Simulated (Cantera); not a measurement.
# Low-pressure radical oxidation in H2/O2

An isothermal, constant-pressure homogeneous reactor starts with 16.7 % H2, 83.3 % O2, equivalence ratio 0.10, at 1000 K and 0.00260 bar.

Cantera simulation using GRI-Mech 3.0 (53 species, 325 reactions); the numbers are that mechanism's predictions, not measurements. Radical loss at walls, strong at low pressure, is not modelled. The temperature is held fixed by assumption; the heat of reaction is taken as removed at once.

| t (s) | x H2 | x O2 | x H2O2 | x OH | x H2O | x H |
|---|---|---|---|---|---|---|
| 1.00e-6 | 0.167 | 0.833 | <1e-12 | <1e-12 | <1e-12 | <1e-12 |
| 8.36e-6 | 0.167 | 0.833 | <1e-12 | <1e-12 | <1e-12 | 2.19e-12 |
| 6.99e-5 | 0.167 | 0.833 | <1e-12 | <1e-12 | <1e-12 | 1.77e-11 |
| 0.000585 | 0.167 | 0.833 | <1e-12 | 2.49e-11 | 3.83e-11 | 1.48e-10 |
| 0.00489 | 0.167 | 0.833 | 1.07e-12 | 5.55e-9 | 3.50e-8 | 2.27e-8 |
| 0.0409 | 0.00577 | 0.752 | 3.15e-8 | 0.00377 | 0.131 | 0.0601 |
| 0.342 | 0.00129 | 0.807 | 6.12e-8 | 0.00180 | 0.175 | 0.00523 |
| 2.86 | 1.31e-5 | 0.818 | 3.26e-8 | 0.000178 | 0.182 | 5.19e-6 |
| 23.9 | 3.67e-7 | 0.818 | 5.69e-9 | 3.09e-5 | 0.182 | 2.69e-8 |
| 200 | 2.64e-8 | 0.818 | 9.62e-10 | 8.41e-6 | 0.182 | 5.42e-10 |
x: mole fraction; the columns are a selection and need not sum to one.

Equilibrium at this temperature and pressure: H2 3.47e-10, O2 0.818, H2O2 2.36e-11, OH 9.68e-7, H2O 0.182, H <1e-12 (gas phase only).
